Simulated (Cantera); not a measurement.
Input: 1 mol HMDSO, 0.3 mol NO, 3.9 mol N₂, held at 10000 Pa.

Equilibrium computed with Cantera from the NASA thermochemical tables; the gas is ideal and each condensed phase is pure. Candidate condensed phases: C, C₆H₆, C₇H₈, C₈H₁₈, H₂O, Si, SiC, SiO₂, Si₂N₂O, Si₃N₄; 151 gas species. The feed counts by its element totals alone. Mutual solubility and eutectic melting of coexisting phases are not modelled. The numbers say what is thermodynamically allowed, not how fast it happens.

x: gas mole fraction; n: condensed amount in mol.

```tsv
T (K)	x H₂	x N₂	x CO	x CH₄	x HCN	n C(graphite)	n SiO₂(β-quartz)	n Si₂N₂O(s)	n SiC(s)
1000	0.734	0.260	0.00112	0.00514	2.27e-6	5.92	0.191	0.905	0
1100	0.734	0.256	…	…	…	5.88	…	0.932	0
1200	0.728	0.247	0.0243	0.000836	3.16e-5	5.69	0	1.00	0
1300	0.728	0.247	0.0243	0.000417	8.78e-5	5.69	0	1.00	0
1400	0.728	0.247	0.0243	0.000229	0.000210	5.69	0	1.000	0
1500	0.728	0.247	0.0243	0.000136	0.000448	5.69	0	1.000	0
1600	0.715	0.251	…	…	…	5.34	0	…	…
1700	0.626	0.281	0.0902	4.29e-5	0.00154	2.69	0	0	1.99
1800	0.625	0.281	0.0901	3.01e-5	0.00257	2.67	0	0	1.99
```

Q: Complete the blanks.

A: 
- 1100, x CO: 0.00778
- 1100, x CH₄: 0.00194
- 1100, x HCN: 9.63e-6
- 1100, n SiO₂(β-quartz): 0.136
- 1600, x CO: 0.0329
- 1600, x CH₄: 8.34e-5
- 1600, x HCN: 0.000867
- 1600, n Si₂N₂O(s): 0.885
- 1600, n SiC(s): 0.229
